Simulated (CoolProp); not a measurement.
A single-stage vapour-compression cycle with R245fa: evaporating at 263.15 K (dew point), condensing at 313.15 K (bubble point), superheat 8 K, subcooling 8 K, compressor efficiency 0.9, no pressure losses. Each further row changes one setting.

Values from CoolProp's reference Helmholtz-energy equation of state, Akasaka 2015.

```
case                              cooling COP  pressure ratio  discharge temperature (K)  refrigerating effect (kJ/kg)  volumetric capacity (kJ/m³)
--------------------------------  -----------  --------------  -------------------------  ----------------------------  ---------------------------
as stated                                4.12            7.58                      322.1                           162                          325
evaporating temperature 268.15 K         4.76            5.94                      321.4                           166                          418
condensing temperature 308.15 K          4.69            6.41                      317.6                           169                          338
subcooling 13 K                          4.28            7.58                      322.1                           169                          338
superheat 18 K                           4.16            7.58                      332.3                           171                          328
compressor efficiency 0.8                3.66            7.58                      327.2                           162                          325
```
